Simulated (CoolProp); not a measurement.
Octamethyltrisiloxane (MDM) along the isobar 1.94 MPa: fugacity coefficient from the reference equation and from simpler models built on Tc = 565.4 K, pc = 1.438 MPa, ω = 0.528; each cubic takes its own stable root.

The numbers come from the reference Helmholtz-energy equation of state, Thol 2017 in CoolProp.

```
T (K)   phase  reference
-----  ------  ---------
213.2  liquid   7.004e-8
239.1  liquid   2.011e-6
265    liquid   2.641e-5
290.9  liquid  0.0001984
316.8  liquid  0.0009879
342.8  liquid   0.003626
368.7  liquid    0.01043
394.6  liquid    0.02490
420.5  liquid    0.05127
446.5  liquid    0.09385
472.4  liquid     0.1553
```

Problem. How far does each simpler model (van der Waals, Peng-Robinson) lie from the reference over these 11 states: mean and median of the absolute difference, and the worst?

Solution. 
- van der Waals: mean 546031.9 %, median 2301.8 %, worst +5436793.2 % at 213.2 K and 1.94 MPa
- Peng-Robinson: mean 28.7 %, median 6.1 %, worst +145.0 % at 213.2 K and 1.94 MPa
